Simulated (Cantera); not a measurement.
Cantera with NASA thermochemical tables; ideal gases at 1 bar, condensed phases pure. Values are per mole of reaction as written; species without (g) are pure solids or liquids, kept so even where they would boil at 1 bar.

4 N(g) + CO2(g) → C + 2 N2O(g)

```
T (K)    ΔH° (kJ)   ΔS° (J/K)    ΔG° (kJ)     log10 K
-----  ----------  ----------  ----------  ----------
300       -1334.1      -381.5     -1219.6      212.35
1198      -1346.3      -405.4      -860.6       37.52
1298   (withheld)  (withheld)  (withheld)  (withheld)
1398      -1346.7      -405.7      -779.5       29.13
1498   (withheld)  (withheld)  (withheld)  (withheld)
1598      -1346.6      -405.6      -698.4       22.83
1698   (withheld)  (withheld)  (withheld)  (withheld)
1798   (withheld)  (withheld)  (withheld)  (withheld)
1898      -1345.8      -405.2      -576.8       15.87
```

Q: Complete the blanks.

A: 
- 1298, ΔH° (kJ): -1346.6
- 1298, ΔS° (J/K): -405.6
- 1298, ΔG° (kJ): -820.1
- 1298, log10 K: 33.00
- 1498, ΔH° (kJ): -1346.7
- 1498, ΔS° (J/K): -405.7
- 1498, ΔG° (kJ): -739.0
- 1498, log10 K: 25.77
- 1698, ΔH° (kJ): -1346.4
- 1698, ΔS° (J/K): -405.5
- 1698, ΔG° (kJ): -657.8
- 1698, log10 K: 20.24
- 1798, ΔH° (kJ): -1346.2
- 1798, ΔS° (J/K): -405.4
- 1798, ΔG° (kJ): -617.3
- 1798, log10 K: 17.93
